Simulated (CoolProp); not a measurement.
Computed with CoolProp (reference Helmholtz-energy equation of state, Zhou 2012).

Give the vapour pressure (MPa), liquid density (kg/m³), vapour density (kg/m³), enthalpy of vaporisation (kJ/kg) of saturated ethylbenzene at 523.6 K.


| T (K) | p (MPa) | liquid density (kg/m³) | vapour density (kg/m³) | enthalpy of vaporisation (kJ/kg) |
|---|---|---|---|---|
| 523.6 | 1.03 | 627 | 32.1 | 247 |
